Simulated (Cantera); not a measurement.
A perfectly stirred reactor is fed with H2 : O2 : N2 = 0.48 : 1 : 1.2 (molar parts), at 3.38 Torr; it is held at 1025 K, and followed from long to short residence time.

Computed with Cantera and the H2/O2 subset of GRI-Mech 3.0, which has no nitrogen chemistry. Radical loss at walls, strong at low pressure, is not modelled. The temperature is held fixed by assumption; the heat of reaction is taken as removed at once.

Task: What does this change do: temperature 1025 to 923 K?

Result: 
```
quantity                before     after
---------------------  -------  --------
x(H2) at τ = 1.30 s    0.00270   0.00350
x(O2) at τ = 1.30 s      0.309     0.311
x(HO2) at τ = 1.30 s   2.06e-6   2.76e-6
x(O) at τ = 1.30 s     0.00510   0.00291
x(OH) at τ = 1.30 s    0.00157  0.000846
x(H2) at τ = 51.0 ms    0.0145    0.0217
x(O2) at τ = 51.0 ms     0.301     0.310
x(HO2) at τ = 51.0 ms  1.94e-6   2.59e-6
x(O) at τ = 51.0 ms     0.0226    0.0131
x(OH) at τ = 51.0 ms   0.00352   0.00223
```
Below about 950 K walls govern HO2 and H2O2 in real vessels.

Task: What does this change do: temperature 1025 to 1125 K?

Result: 
| quantity | before | after |
|---|---|---|
| x(H2) at τ = 1.30 s | 0.00270 | 0.00291 |
| x(O2) at τ = 1.30 s | 0.309 | 0.307 |
| x(HO2) at τ = 1.30 s | 2.06e-6 | 1.59e-6 |
| x(O) at τ = 1.30 s | 0.00510 | 0.00771 |
| x(OH) at τ = 1.30 s | 0.00157 | 0.00269 |
| x(H2) at τ = 51.0 ms | 0.0145 | 0.0125 |
| x(O2) at τ = 51.0 ms | 0.301 | 0.294 |
| x(HO2) at τ = 51.0 ms | 1.94e-6 | 1.49e-6 |
| x(O) at τ = 51.0 ms | 0.0226 | 0.0320 |
| x(OH) at τ = 51.0 ms | 0.00352 | 0.00525 |
